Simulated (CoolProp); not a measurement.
Values from CoolProp's reference Helmholtz-energy equation of state, Tillner-Roth 1997.

**Question.** For CH2F2 (R32), give the phase and the Joule-Thomson coefficient (K/MPa), viscosity (µPa s) at 161.85 °C and 1.19 bar.

**Answer.** 
- 161.85 °C and 1.19 bar: gas; Joule-Thomson coefficient 7.78, viscosity 19.2

Viscosity comes from a separate model (Bell 2016), an estimate that may be off by 10 % or more.
